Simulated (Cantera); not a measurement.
What does this Cantera script print?

```python
import numpy as np
import cantera as ct

gas_names = """
    H HO2 H2 H2O H2O2 O OH O2 O3 Ti TiO TiO2
""".split()
cond_names = """
    H2O(s) H2O(L) Ti(a) Ti(b) Ti(L) TiO(a) TiO(b) TiO(L) TiO2(ru) TiO2(L) Ti2O3(a) Ti2O3(b) Ti2O3(L)
    Ti3O5(a) Ti3O5(b) Ti3O5(L) Ti4O7(s) Ti4O7(L)
""".split()


def load(file, names, dense=False):
    # The tables refer to 1 bar. Condensed volumes are neglected.
    table = {s.name: s for s in ct.Species.list_from_file(file)}
    out = []
    for n in names:
        d = dict(table[n].input_data)
        d["thermo"] = dict(d["thermo"], **{"reference-pressure": 1e5})
        if dense:
            d["equation-of-state"] = {"model": "constant-volume", "density": "1e6 g/cm^3"}
        out.append(ct.Species.from_dict(d))
    return out


gas = ct.Solution(thermo="ideal-gas", species=load("nasa_gas.yaml", gas_names))
cond = {s.name: ct.Solution(thermo="fixed-stoichiometry", species=[s], name=s.name)
        for s in load("nasa_condensed.yaml", cond_names, dense=True)}
atoms = {
    'Ti': {'Ti': 1},
    'H2': {'H': 2},
    'O2': {'O': 2},
}
top_T = {}  # K; cautious upper limits of use, not melting points


def equilibrate(T, P, feed):
    n = {}
    for name, mol in feed.items():
        for a, k in atoms[name].items():
            n[a] = n.get(a, 0.0) + k * mol
    gas.TPX = T, P, n
    mass = sum(n.values()) * gas.mean_molecular_weight
    gas.equilibrate("TP")
    valid = [c for c in cond.values() if c.min_temp <= T <= top_T.get(c.name, c.max_temp)]
    mix = ct.Mixture([(gas, mass / gas.mean_molecular_weight)] + [(c, 0.0) for c in valid])
    mix.T, mix.P = T, P
    mix.equilibrate("TP", solver="vcs", rtol=1e-11, max_steps=5000)
    return mix


results = []
feed = {'Ti': 1, 'H2': 1.6, 'O2': 0.24}  # mol
T = 1250  # K
P = 1333.22  # Pa
mix = equilibrate(T, P, feed)
results.append((T, P, feed, dict(zip(mix.species_names, mix.species_moles))))
x = sorted(zip(gas.X, gas.species_names), reverse=True)
print(f"T = {T:g} K  P = {P:g} Pa  gas = {mix.phase_moles(0):.4g} mol")
print("   x: " + "  ".join(f"{s} {v:.3e}" for v, s in x if v > 1e-05))
print("   condensed (mol): " + ("  ".join(f"{mix.phase(i).name} {mix.phase_moles(i):.4g}"
      for i in range(1, mix.n_phases) if mix.phase_moles(i) > 1e-12) or "none"))
```

Result:

```
T = 1250 K  P = 1333.22 Pa  gas = 1.6 mol
   x: H2 1.000e+00
   condensed (mol): Ti(b) 0.52  TiO(a) 0.48
```

Method: chemical equilibrium by Gibbs-energy minimisation in Cantera with the NASA 1993 tables (ideal gas, pure condensed phases). Mutual solubility and eutectic melting of coexisting phases are not modelled. TiO: taken at fixed stoichiometry. Condensed phases not in the tables: N, O or C dissolved in the metal.
